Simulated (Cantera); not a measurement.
Input (Python, Cantera):

```python
import numpy as np
import cantera as ct

gas = ct.Solution("gri30.yaml")
gas.TPX = 950, 400000, {'H2': 1, 'O2': 0.25, 'N2': 0.94}
reactor = ct.IdealGasReactor(gas, energy="on", clone=False)
net = ct.ReactorNet([reactor])
net.rtol, net.atol = 1e-08, 1e-16
show = ['H2', 'O2', 'NO2', 'O', 'N2O']
times = np.geomspace(5e-06, 0.6, 13)

steps = ct.SolutionArray(gas, extra=["t"])
rows = []
print(f"{'t/s':>10s}{'T/K':>9s}{'P/Pa':>11s}" + "".join(f"{s:>11s}" for s in show))
for t in times:
    while net.time < t:
        t_next = net.step()
        steps.append(gas.state, t=t_next)
    rows.append([np.interp(t, steps.t, y) for y in (steps.T, steps.P, *steps(*show).X.T)])
    print(f"{t:10.3e}{rows[-1][0]:9.1f}{rows[-1][1]:11.4g}" + "".join(f"{x:11.3e}" for x in rows[-1][2:]))
rate = np.gradient(steps.T, steps.t)
print("integrator steps:", len(steps.t))
if steps.T.max() > steps.T[0] + 200:
    print(f"time of steepest temperature rise: {steps.t[rate.argmax()]:.4e} s")
gas.TPX = 950, 400000, {'H2': 1, 'O2': 0.25, 'N2': 0.94}
gas.equilibrate("UV")
print(f"equilibrium (UV): T = {gas.T:.1f} K  " + "  ".join(f"{s} {gas[s].X[0]:.3e}" for s in show))
```

It prints:

```
       t/s      T/K       P/Pa         H2         O2        NO2          O        N2O
 5.000e-06    950.0      4e+05  4.566e-01  1.142e-01  3.536e-32  1.282e-12  3.658e-18
 1.325e-05    950.0      4e+05  4.566e-01  1.142e-01  1.097e-30  1.303e-12  1.185e-17
 3.512e-05    950.0      4e+05  4.566e-01  1.142e-01  2.595e-29  1.350e-12  3.738e-17
 9.306e-05    950.0      4e+05  4.566e-01  1.142e-01  5.632e-28  1.478e-12  1.320e-16
 2.466e-04    950.0      4e+05  4.566e-01  1.142e-01  1.304e-26  1.832e-12  5.758e-16
 6.536e-04    950.0      4e+05  4.566e-01  1.142e-01  4.028e-25  2.914e-12  3.192e-15
 1.732e-03    950.0      4e+05  4.566e-01  1.142e-01  2.568e-23  7.161e-12  2.243e-14
 4.590e-03    950.0      4e+05  4.566e-01  1.142e-01  1.066e-20  4.056e-11  2.511e-13
 1.216e-02    950.6  4.002e+05  4.566e-01  1.141e-01  4.696e-17  6.354e-10  6.587e-12
 3.224e-02   2852.1  1.075e+06  2.506e-01  6.600e-05  1.964e-08  1.655e-04  7.714e-08
 8.543e-02   2851.9  1.075e+06  2.506e-01  6.591e-05  2.051e-08  1.653e-04  7.865e-08
 2.264e-01   2851.9  1.075e+06  2.506e-01  6.591e-05  2.051e-08  1.653e-04  7.865e-08
 6.000e-01   2851.9  1.075e+06  2.506e-01  6.591e-05  2.051e-08  1.653e-04  7.865e-08
integrator steps: 1819
time of steepest temperature rise: 3.1783e-02 s
equilibrium (UV): T = 2851.9 K  H2 2.506e-01  O2 6.591e-05  NO2 2.051e-08  O 1.653e-04  N2O 7.865e-08
```

Detailed kinetics in Cantera: GRI-Mech 3.0 (53 species, 325 reactions). The hydrogen kinetics of GRI-Mech 3.0 are dated; newer H2 mechanisms differ, most at raised pressure.
